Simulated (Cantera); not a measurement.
An adiabatic, constant-pressure homogeneous reactor starts with CH4 : O2 : N2 = 1 : 1.18 : 4.42 (molar parts), equivalence ratio 1.7, at 1150 K and 85000 Pa. Integrator tolerance rtol = 1e-08.

Computed with Cantera and GRI-Mech 3.0 (53 species, 325 reactions).

Task: What does this change do: pressure from 85000 Pa to 200000 Pa?

Result: 
```csv
quantity,before,after
time of steepest temperature rise,0.148 s,66.7 ms
temperature at 3.00 s,2403 K,2417 K
equilibrium temperature,2403 K,2417 K
x(CH4) at 3.00 s,3.23e-12 (gas-phase equilibrium 3.66e-12),1.70e-11 (gas-phase equilibrium 1.92e-11)
x(O2) at 3.00 s,3.14e-5 (gas-phase equilibrium 3.14e-5),1.55e-5 (gas-phase equilibrium 1.55e-5)
x(H) at 3.00 s,0.00584 (gas-phase equilibrium 0.00584),0.00408 (gas-phase equilibrium 0.00408)
x(NO) at 3.00 s,0.000205 (gas-phase equilibrium 0.000205),0.000148 (gas-phase equilibrium 0.000148)
x(C2H) at 3.00 s,<1e-12 (gas-phase equilibrium <1e-12),<1e-12 (gas-phase equilibrium <1e-12)
```
